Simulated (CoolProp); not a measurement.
R245fa along the isotherm 440 K: fugacity coefficient from the reference equation and from simpler models built on Tc = 427.0 K, pc = 3651 kPa, ω = 0.378; each cubic takes its own stable root.

The numbers come from the reference Helmholtz-energy equation of state, Akasaka 2015 in CoolProp.

```
p (kPa)          phase  reference  van der Waals  Redlich-Kwong  Soave-Redlich-Kwong  Peng-Robinson
-------  -------------  ---------  -------------  -------------  -------------------  -------------
1140               gas     0.9084         0.9144         0.9042               0.9063         0.8960
2280               gas     0.8182         0.8290         0.8112               0.8155         0.7975
3420               gas     0.7272         0.7409         0.7187               0.7256         0.7026
4560     supercritical     0.6282         0.6371         0.6178               0.6309         0.6060
5700     supercritical     0.5343     (withheld)     (withheld)               0.5447         0.5202
6850     supercritical     0.4686         0.4932     (withheld)               0.4833         0.4589
7990     supercritical     0.4219         0.4524     (withheld)               0.4392         0.4148
9130     supercritical     0.3870         0.4225         0.3935               0.4062         0.3815
10300    supercritical     0.3596         0.3996         0.3678           (withheld)         0.3552
11400    supercritical     0.3392         0.3831         0.3488               0.3607         0.3355
12600    supercritical     0.3213         0.3693         0.3323               0.3438         0.3181
13700    supercritical     0.3081         0.3596     (withheld)               0.3313         0.3052
14800    supercritical     0.2971         0.3521         0.3099               0.3210         0.2943
16000    supercritical     0.2872         0.3460         0.3008               0.3118         0.2845
17100    supercritical     0.2797         0.3420         0.2940               0.3049         0.2770
18300    supercritical     0.2728     (withheld)         0.2879               0.2987         0.2701
```

Task: What belongs in the gaps?

Result: 
- 5700, van der Waals: 0.5515
- 5700, Redlich-Kwong: 0.5304
- 6850, Redlich-Kwong: 0.4695
- 7990, Redlich-Kwong: 0.4260
- 10300, Soave-Redlich-Kwong: 0.3801
- 13700, Redlich-Kwong: 0.3200
- 18300, van der Waals: 0.3390
